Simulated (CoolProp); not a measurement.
Properties of methanol along the isobar 8.91 MPa.

Model: reference Helmholtz-energy equation of state, de Reuck 1993, in CoolProp.

```
T (°C)   phase  speed of sound (m/s)  conductivity (mW/(m K))  fugacity coefficient
------  ------  --------------------  -----------------------  --------------------
2.95    liquid                  1223                      208             0.0006324
31.35   liquid                  1136                      203              0.002981
59.65   liquid                  1055                      198               0.01036
88.05   liquid                 974.3                      192               0.02874
116.45  liquid                 889.4                      187               0.06646
144.75  liquid                 794.8                      181                0.1325
173.15  liquid                 684.3                      176                0.2345
201.55  liquid                 551.5                      170                0.3746
```

Thermal conductivity comes from a separate model (Sykioti 2013).
